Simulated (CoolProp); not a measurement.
R142b at several states: density (kg/m³) from the reference equation and from simpler models built on Tc = 410.3 K, pc = 40.55 bar, ω = 0.232; each cubic takes its own stable root.

Computed with CoolProp (reference Helmholtz-energy equation of state, Lemmon 2006). It is a short technical equation, of lower accuracy than the large ones.

```csv
T (K),p (bar),phase,reference,van der Waals,Redlich-Kwong,Soave-Redlich-Kwong,Peng-Robinson
373.6,38.3,liquid,895.6,551.0,735.6,764.8,863.1
440.3,2.55,gas,7.123,7.113,7.126,7.121,7.138
445.7,225,supercritical,858.6,640.8,794.8,781.8,864.6
```
